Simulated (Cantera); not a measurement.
## Stirred combustor or abatement burner

A perfectly stirred reactor is fed with 16.0 % CO, 2.40 % H₂, 0.878 % CH₄, 15.3 % O₂, 57.5 % N₂, 7.98 % H₂O, at 0.780 bar; it is adiabatic with a 425 K inlet, and is followed from long to short residence time, starting on the burning branch (τ in s: 0.082, 0.03, 0.011, 0.0039, 0.0014, 0.00052, 0.00019, 6.9e-05, 2.5e-05, 9.1e-06, 3.3e-06).

Computed with Cantera and GRI-Mech 3.0 (53 species, 325 reactions).

| τ (s) | T (K) | x CO | x H₂ | x CH₄ | x NO | x C₂H₆ | x N₂O | x OH |
|---|---|---|---|---|---|---|---|---|
| 0.082 | 2021 | 0.00431 | 0.000631 | 7.67e-7 | 0.000227 | <1e-12 | 2.46e-7 | 0.00315 |
| 0.030 | 1993 | 0.00711 | 0.00105 | 1.53e-6 | 0.000125 | <1e-12 | 2.77e-7 | 0.00397 |
| 0.011 | 1947 | 0.0117 | 0.00177 | 3.00e-6 | 6.58e-5 | 1.47e-12 | 2.67e-7 | 0.00497 |
| 0.0039 | 1875 | 0.0184 | 0.00289 | 6.26e-6 | 3.48e-5 | 4.59e-12 | 2.29e-7 | 0.00595 |
| 0.0014 | 1776 | 0.0271 | 0.00432 | 1.41e-5 | 2.28e-5 | 1.71e-11 | 1.89e-7 | 0.00653 |
| 0.00052 | 1645 | 0.0391 | 0.00569 | 3.63e-5 | 1.62e-5 | 9.08e-11 | 1.57e-7 | 0.00624 |
| 0.00019 | 1374 | 0.0776 | 0.00581 | 0.000240 | 3.78e-6 | 4.26e-9 | 1.25e-7 | 0.00320 |
| 6.9e-5 | 425 | 0.160 | 0.0240 | 0.00878 | <1e-12 | <1e-12 | <1e-12 | <1e-12 |
| 2.5e-5 | 425 | 0.160 | 0.0240 | 0.00878 | <1e-12 | <1e-12 | <1e-12 | <1e-12 |
| 9.1e-6 | 425 | 0.160 | 0.0240 | 0.00878 | <1e-12 | <1e-12 | <1e-12 | <1e-12 |
| 3.3e-6 | 425 | 0.160 | 0.0240 | 0.00878 | <1e-12 | <1e-12 | <1e-12 | <1e-12 |
x: mole fraction; the columns are a selection and need not sum to one.
